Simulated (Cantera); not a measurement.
Input: 1 mol CCl₄, 0.24 mol HCl, 0.54 mol H₂, equilibrated at 2550 K and 0.00220 bar.

Equilibrium computed with Cantera from the NASA thermochemical tables; the gas is ideal and each condensed phase is pure. Candidate condensed phases: C, C₆H₆, C₇H₈, C₈H₁₈; 91 gas species. The numbers say what is thermodynamically allowed, not how fast it happens.

Base state: Cl 0.730, HCl 0.180, H 0.0766, H₂ 0.0133, C₃ 0.000484, C₂H₂ (acetylene) 0.000176, C 0.000148, C₂H 8.11e-5 (mole fractions); condensed: C(graphite).

### Question
What changes in the equilibrium state with this change: temperature from 2550 K to 2150 K?

### Answer
```csv
species,before,after
Cl,0.730,0.690
HCl,0.180,0.306
H,0.0766,0.00263
H₂,0.0133,0.000852
C₂,4.50e-5,3.37e-8
C₃,0.000484,3.89e-7
C₂H,8.11e-5,1.53e-7
"C(graphite), mol",0.989,1.000
```

### Question
What changes in the equilibrium state with this change: CCl₄ replaced by CH₂F₂?

### Answer
```csv
species,before,after
HF,0,0.625
H,0.0766,0.202
H₂,0.0133,0.0921
Cl,0.730,0.0458
HCl,0.180,0.0297
F,0,0.00325
CF,0,0.000123
Cl₂,7.85e-5,3.09e-7
"C(graphite), mol",0.989,0.985
```
